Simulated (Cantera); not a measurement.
Cantera run, input and output.

```python
import numpy as np
import cantera as ct

gas = ct.Solution("gri30.yaml")
gas.TPX = 1473, 130, {'H2': 0.017, 'O2': 1}
reactor = ct.IdealGasConstPressureReactor(gas, energy="off", clone=False)
net = ct.ReactorNet([reactor])
net.rtol, net.atol = 1e-08, 1e-18
show = ['H2', 'O2', 'H2O', 'OH', 'H2O2', 'O', 'H']
times = np.geomspace(5e-06, 20, 13)

steps = ct.SolutionArray(gas, extra=["t"])
rows = []
print(f"{'t/s':>10s}{'T/K':>9s}{'P/Pa':>11s}" + "".join(f"{s:>11s}" for s in show))
for t in times:
    while net.time < t:
        t_next = net.step()
        steps.append(gas.state, t=t_next)
    rows.append([np.interp(t, steps.t, y) for y in (steps.T, steps.P, *steps(*show).X.T)])
    print(f"{t:10.3e}{rows[-1][0]:9.1f}{rows[-1][1]:11.4g}" + "".join(f"{x:11.3e}" for x in rows[-1][2:]))
rate = np.gradient(steps.T, steps.t)
print("integrator steps:", len(steps.t))
if steps.T.max() > steps.T[0] + 200:
    print(f"time of steepest temperature rise: {steps.t[rate.argmax()]:.4e} s")
gas.TPX = 1473, 130, {'H2': 0.017, 'O2': 1}
gas.equilibrate("TP")
print(f"equilibrium (TP): T = {gas.T:.1f} K  " + "  ".join(f"{s} {gas[s].X[0]:.3e}" for s in show))
```

It prints:

```
       t/s      T/K       P/Pa         H2         O2        H2O         OH       H2O2          O          H
 5.000e-06   1473.0        130  1.672e-02  9.833e-01  9.099e-15  7.471e-12  1.171e-15  7.473e-12  4.819e-10
 1.775e-05   1473.0        130  1.672e-02  9.833e-01  3.963e-13  9.139e-11  1.472e-14  9.147e-11  1.646e-09
 6.300e-05   1473.0        130  1.672e-02  9.833e-01  1.647e-11  1.047e-09  1.848e-13  1.051e-09  5.132e-09
 2.236e-04   1473.0        130  1.672e-02  9.833e-01  5.865e-10  9.874e-09  2.299e-12  9.986e-09  1.249e-08
 7.937e-04   1473.0        130  1.672e-02  9.833e-01  1.547e-08  6.656e-08  2.794e-11  6.924e-08  2.399e-08
 2.817e-03   1473.0        130  1.672e-02  9.833e-01  3.783e-07  5.117e-07  3.114e-10  5.617e-07  9.333e-08
 1.000e-02   1473.0        130  1.665e-02  9.832e-01  4.640e-05  3.692e-05  2.595e-09  4.157e-05  5.786e-06
 3.550e-02   1473.0        130  1.596e-04  9.675e-01  1.484e-02  2.716e-03  1.389e-09  1.411e-02  7.191e-04
 1.260e-01   1473.0        130  1.041e-04  9.674e-01  1.502e-02  2.522e-03  1.247e-09  1.429e-02  6.722e-04
 4.472e-01   1473.0        130  1.033e-04  9.675e-01  1.503e-02  2.511e-03  1.244e-09  1.416e-02  6.632e-04
 1.587e+00   1473.0        130  1.002e-04  9.680e-01  1.507e-02  2.474e-03  1.231e-09  1.371e-02  6.324e-04
 5.635e+00   1473.0        130  9.033e-05  9.696e-01  1.520e-02  2.351e-03  1.186e-09  1.227e-02  5.370e-04
 2.000e+01   1473.0        130  6.455e-05  9.735e-01  1.555e-02  1.992e-03  1.041e-09  8.606e-03  3.177e-04
integrator steps: 591
equilibrium (TP): T = 1473.0 K  H2 6.180e-07  O2 9.830e-01  H2O 1.676e-02  OH 1.959e-04  H2O2 1.062e-10  O 7.723e-05  H 2.777e-07
```

Computed with Cantera and GRI-Mech 3.0 (53 species, 325 reactions). Radical loss at walls, strong at low pressure, is not modelled.
